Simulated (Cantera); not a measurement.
An isothermal, constant-pressure homogeneous reactor starts with 0.235 % CO, 5.73 % O₂, 0.160 % H₂O, 93.9 % N₂, equivalence ratio 0.020, at 1250 K and 13000 Pa.

Model: GRI-Mech 3.0 (53 species, 325 reactions), integrated in Cantera.

One state of this run: x CO = 0.00183; x O₂ = 0.0568; x H₂O = 0.00155; x O = 0.000349; x NO = 1.02e-9; x H₂O₂ = 1.01e-8; x OH = 6.53e-5. x: mole fraction; the columns are a selection and need not sum to one.

Which value of t (s) does it belong to?
A) 0.0548
B) 0.00272
C) 1.10
D) 100

A, 0.0548
